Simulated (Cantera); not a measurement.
Input: 1 mol Al, 11 mol HCl, at 0.100 bar.

Cantera equilibrium calculation (NASA polynomials, part measured and part estimated; ideal gas, pure solids and liquids). Candidate condensed phases: Al, AlCl₃; 12 gas species. The tables' values for AlCl₂ are old estimates; treat these amounts as uncertain. Rates play no part. All values below are at 1052 °C.

Base state: HCl 0.762, H₂ 0.143, AlCl₃ 0.0952, AlCl₂ 3.73e-5 (mole fractions); condensed: gas only.

Q: What changes in the equilibrium state with this change: 0.62 mol Cl₂ added?

A: 
```csv
species,before,after
HCl,0.762,0.831
AlCl₃,0.0952,0.0899
H₂,0.143,0.0791
AlCl₂,3.73e-5,2.41e-5
Cl,8.74e-6,1.28e-5
```
